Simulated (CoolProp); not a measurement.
R143a at several states: Z from the reference equation and from simpler models built on Tc = 345.9 K, pc = 37.62 bar, ω = 0.261; each cubic takes its own stable root.

Model: reference Helmholtz-energy equation of state, Lemmon and Jacobsen 2000, in CoolProp.

| T (K) | p (bar) | phase | reference | van der Waals | Redlich-Kwong | Soave-Redlich-Kwong | Peng-Robinson |
|---|---|---|---|---|---|---|---|
| 498.5 | 0.201 | gas | 0.9995 | 0.9994 | 0.9994 | 0.9996 | 0.9994 |
| 438.6 | 37.8 | supercritical | 0.8372 | ___ | 0.8254 | 0.8593 | ___ |
| 499.6 | 0.209 | gas | 0.9995 | 0.9994 | 0.9994 | 0.9996 | 0.9994 |
| 174.5 | 81.6 | liquid | ___ | ___ | 0.4370 | ___ | 0.3821 |
| 369.2 | 0.294 | gas | 0.9977 | 0.9980 | 0.9978 | 0.9979 | 0.9976 |
| 352.8 | 142 | supercritical | 0.4802 | 0.7107 | 0.5680 | 0.5711 | 0.5140 |

Complete the blanks.


- 438.6, van der Waals: 0.8149
- 438.6, Peng-Robinson: 0.8348
- 174.5, reference: 0.3607
- 174.5, van der Waals: 0.6396
- 174.5, Soave-Redlich-Kwong: 0.4291
